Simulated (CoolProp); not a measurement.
Vapour-liquid equilibrium of carbon dioxide (1) + dimethyl ether (2) at 5.21 bar; x and y are mole fractions of (1).

Computed with CoolProp (multi-fluid Helmholtz-energy mixture model, Span 1996 and Wu 2011; pair parameters Bell 2016).

```tsv
x	bubble temperature (K)	y at the bubble point	dew temperature at overall composition x (K)	liquid density (mol/L)
0.05	284.7	0.264	292.3	15.09
0.15	269.3	0.595	288.9	16.23
0.25	257.4	0.769	285.2	17.33
0.35	248.0	0.865	281.2	18.44
0.45	240.4	0.920	276.8	19.58
0.55	234.1	0.953	271.8	20.76
0.65	228.9	0.973	266.0	21.99
0.75	224.6	0.985	259.0	23.27
0.85	221.0	0.993	249.7	24.62
0.95	218.0	0.998	234.7	26.04
```

No azeotrope shows between x = 0.05 and 0.95.

The pair parameters rest on a limited set of measurements; away from them the model extrapolates.
